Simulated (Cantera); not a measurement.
Feed: 1 mol CH2F2, 0.013 mol HCl, 0.26 mol H2, equilibrated at 72.0 Torr.

Equilibrium computed with Cantera from the NASA thermochemical tables; the gas is ideal and each condensed phase is pure. Candidate condensed phases: C, C6H6, C7H8, C8H18; 135 gas species. Ions and electrons are included (thermal ionisation). Equilibrium is a limit: real reactors are often held back by kinetics, nucleation or transport.

Question: What share of the C ends up in condensed phases as a function of T (K), at 2000, 2500, 3000, 3500, 4000, 4500, 5000?

Answer: 
| T (K) | C condensed (%) | as |
|---|---|---|
| 2000 | 100.0 | C(graphite) |
| 2500 | 99.5 | C(graphite) |
| 3000 | 94.6 | C(graphite) |
| 3500 | 0.0 | - |
| 4000 | 0.0 | - |
| 4500 | 0.0 | - |
| 5000 | 0.0 | - |
